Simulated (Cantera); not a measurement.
A closed system holds: 1 mol Si, 2 mol Cl2, 5.8 mol H2, held at 800 K and 6.70 bar.

Equilibrium computed with Cantera from the NASA thermochemical tables; the gas is ideal and each condensed phase is pure. Candidate condensed phases: Si; 19 gas species. The numbers say what is thermodynamically allowed, not how fast it happens.

Base state: H2 0.843, SiCl4 0.137, HCl 0.0103, SiHCl3 0.0101, SiH2Cl2 6.08e-5 (mole fractions); condensed: gas only.

Problem. What changes in the equilibrium state with this change: Si replaced by SiCl4?

Solution. 
```tsv
species	before	after
HCl	0.0103	0.455
H2	0.843	0.432
SiCl4	0.137	0.114
SiHCl3	0.0101	9.75e-5
SiH2Cl2	6.08e-5	6.76e-9
```
